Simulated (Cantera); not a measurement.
What does this Cantera script print?

```python
import numpy as np
import cantera as ct

gas_names = """
    CL CL2 H HCL H2 N NH NH2 NH3 N2 N2H2 N2H4 Si SiCL SiCL2 SiCL3 SiCL4 SiH SiHCL3 SiH2 SiH2CL2 SiH3
    SiH3CL SiH4 SiN Si2 Si2N Si3
""".split()
cond_names = """
    NH4CL(a) NH4CL(b) Si(cr) Si(L) Si3N4(a)
""".split()


# ... load() reads the species with a 1 bar reference pressure and builds the phases ...
atoms = {
    'SiH2Cl2': {'Si': 1, 'H': 2, 'CL': 2},
    'HCl': {'H': 1, 'CL': 1},
    'N2': {'N': 2},
}
top_T = {'Si3N4(a)': 2400}  # K; cautious upper limits of use, not melting points


# ... equilibrate(T, P, feed) seeds the gas with the atoms and calls Mixture.equilibrate('TP', solver="vcs", rtol=1e-11, max_steps=5000) ...
results = []
feed = {'SiH2Cl2': 1, 'HCl': 0.39, 'N2': 5.8}  # mol
T = 900  # K
P = 4600  # Pa
mix = equilibrate(T, P, feed)
results.append((T, P, feed, dict(zip(mix.species_names, mix.species_moles))))
print(gas.report(threshold=1e-06))
for i in range(1, mix.n_phases):
    print(f"{mix.phase(i).name:16s} {mix.phase_moles(i):12.5e} mol")
```

It prints:

```
       temperature   900 K
          pressure   4600 Pa
           density   0.020156 kg/m^3
  mean mol. weight   32.789 kg/kmol
   phase of matter   gas

                          1 kg             1 kmol
                     ---------------   ---------------
          enthalpy       -6.3318e+05       -2.0761e+07  J
   internal energy        -8.614e+05       -2.8244e+07  J
           entropy              7930        2.6001e+05  J/K
    Gibbs function       -7.7701e+06       -2.5477e+08  J
 heat capacity c_p            1051.2             34467  J/K
 heat capacity c_v            797.62             26153  J/K

                      mass frac. Y      mole frac. X     chem. pot. / RT
                     ---------------   ---------------   ---------------
               HCL           0.19433           0.17477           -41.177
                H2         0.0045114          0.073374           -22.941
                N2             0.611           0.71514           -28.012
             SiCL3        1.2834e-05        3.1303e-06           -110.18
             SiCL4           0.18996          0.036664           -139.89
            SiHCL3         0.0001806        4.3721e-05           -121.65
     [  +22 minor]         5.405e-07        9.5468e-07

Si(cr)            0.00000e+00 mol
Si3N4(a)          2.42384e-01 mol
```

Method: chemical equilibrium by Gibbs-energy minimisation in Cantera with the NASA 1993 tables (ideal gas, pure condensed phases). N2 is the only nitrogen source here; it is nearly inert below about 1500 K, so the nitride shown seldom forms there in practice.
